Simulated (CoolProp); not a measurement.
Vapour-liquid equilibrium of dimethyl ether (1) + n-hexane (2) at 67.45 °C; x and y are mole fractions of (1).

Values from CoolProp's multi-fluid Helmholtz-energy mixture model, Wu 2011 and Thol 2019; pair parameters Bell 2016.

```json
[
 {"x": "0.05", "bubble pressure (kPa)": "187.0", "y at the bubble point": "0.486", "dew pressure at overall composition x (kPa)": "102.5", "liquid density (mol/L)": "7.307"},
 {"x": "0.15", "bubble pressure (kPa)": "365.6", "y at the bubble point": "0.749", "dew pressure at overall composition x (kPa)": "114.4", "liquid density (mol/L)": "7.676"},
 {"x": "0.25", "bubble pressure (kPa)": "537.0", "y at the bubble point": "0.838", "dew pressure at overall composition x (kPa)": "129.4", "liquid density (mol/L)": "8.075"},
 {"x": "0.35", "bubble pressure (kPa)": "698.0", "y at the bubble point": "0.883", "dew pressure at overall composition x (kPa)": "148.9", "liquid density (mol/L)": "8.507"},
 {"x": "0.45", "bubble pressure (kPa)": "848.9", "y at the bubble point": "0.911", "dew pressure at overall composition x (kPa)": "175.1", "liquid density (mol/L)": "8.978"},
 {"x": "0.55", "bubble pressure (kPa)": "992.8", "y at the bubble point": "0.931", "dew pressure at overall composition x (kPa)": "212.3", "liquid density (mol/L)": "9.494"},
 {"x": "0.65", "bubble pressure (kPa)": "1135", "y at the bubble point": "0.947", "dew pressure at overall composition x (kPa)": "269.4", "liquid density (mol/L)": "10.06"},
 {"x": "0.75", "bubble pressure (kPa)": "1281", "y at the bubble point": "0.962", "dew pressure at overall composition x (kPa)": "367.5", "liquid density (mol/L)": "10.70"},
 {"x": "0.85", "bubble pressure (kPa)": "1438", "y at the bubble point": "0.977", "dew pressure at overall composition x (kPa)": "573.7", "liquid density (mol/L)": "11.41"},
 {"x": "0.95", "bubble pressure (kPa)": "1613", "y at the bubble point": "0.992", "dew pressure at overall composition x (kPa)": "1159", "liquid density (mol/L)": "12.22"}
]
```

No azeotrope shows between x = 0.05 and 0.95.

The pair parameters rest on a limited set of measurements; away from them the model extrapolates. The gap from Raoult's law changes sign with composition, which may be real or a fault of the pair parameters; it wasn't checked against measurements.
